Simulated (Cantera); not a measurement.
Gas-phase reforming

An isothermal, constant-pressure homogeneous reactor starts with CH4 : CO2 = 1 : 0.45 (molar parts), at 1750 K and 0.178 atm.

Detailed kinetics in Cantera: GRI-Mech 3.0 (53 species, 325 reactions). GRI-Mech 3.0 stops at C3 and has no aromatics, soot or wall deposition, so with more carbon than oxygen in the feed, carbon stays in small species such as C2H2 where larger ones or solid carbon would form.

```json
[
 {"t (s)": "3.00e-5", "x CH4": "0.689", "x CO2": "0.310", "x CH2": "1.04e-8", "x CH2CO": "<1e-12", "x CO": "1.61e-6", "x HCO": "5.38e-12"},
 {"t (s)": "9.44e-5", "x CH4": "0.688", "x CO2": "0.310", "x CH2": "9.50e-8", "x CH2CO": "7.12e-12", "x CO": "6.18e-6", "x HCO": "3.45e-10"},
 {"t (s)": "0.000297", "x CH4": "0.682", "x CO2": "0.310", "x CH2": "5.90e-7", "x CH2CO": "4.25e-10", "x CO": "4.87e-5", "x HCO": "1.70e-8"},
 {"t (s)": "0.000935", "x CH4": "0.639", "x CO2": "0.304", "x CH2": "1.93e-6", "x CH2CO": "4.56e-8", "x CO": "0.000770", "x HCO": "1.95e-7"},
 {"t (s)": "0.00294", "x CH4": "0.462", "x CO2": "0.268", "x CH2": "1.84e-6", "x CH2CO": "3.16e-6", "x CO": "0.00745", "x HCO": "2.05e-7"},
 {"t (s)": "0.00926", "x CH4": "0.257", "x CO2": "0.201", "x CH2": "1.14e-6", "x CH2CO": "2.09e-5", "x CO": "0.0342", "x HCO": "9.15e-8"},
 {"t (s)": "0.0292", "x CH4": "0.104", "x CO2": "0.102", "x CH2": "8.32e-7", "x CH2CO": "5.47e-5", "x CO": "0.106", "x HCO": "3.48e-8"},
 {"t (s)": "0.0917", "x CH4": "0.0311", "x CO2": "0.0224", "x CH2": "6.12e-7", "x CH2CO": "7.76e-5", "x CO": "0.185", "x HCO": "1.71e-8"},
 {"t (s)": "0.289", "x CH4": "0.0173", "x CO2": "0.0129", "x CH2": "3.67e-7", "x CH2CO": "4.48e-5", "x CO": "0.225", "x HCO": "1.48e-8"},
 {"t (s)": "0.909", "x CH4": "0.0111", "x CO2": "0.00614", "x CH2": "1.78e-7", "x CH2CO": "1.47e-5", "x CO": "0.273", "x HCO": "1.49e-8"},
 {"t (s)": "2.86", "x CH4": "0.00495", "x CO2": "0.00109", "x CH2": "6.23e-8", "x CH2CO": "2.17e-6", "x CO": "0.305", "x HCO": "1.59e-8"},
 {"t (s)": "9.00", "x CH4": "0.00218", "x CO2": "1.01e-5", "x CH2": "2.46e-8", "x CH2CO": "1.37e-7", "x CO": "0.311", "x HCO": "1.62e-8"}
]
```
x: mole fraction; the columns are a selection and need not sum to one.

Equilibrium at this temperature and pressure: CH4 0.00212, CO2 4.72e-8, CH2 2.38e-8, CH2CO 1.17e-7, CO 0.311, HCO 1.62e-8 (gas phase only).
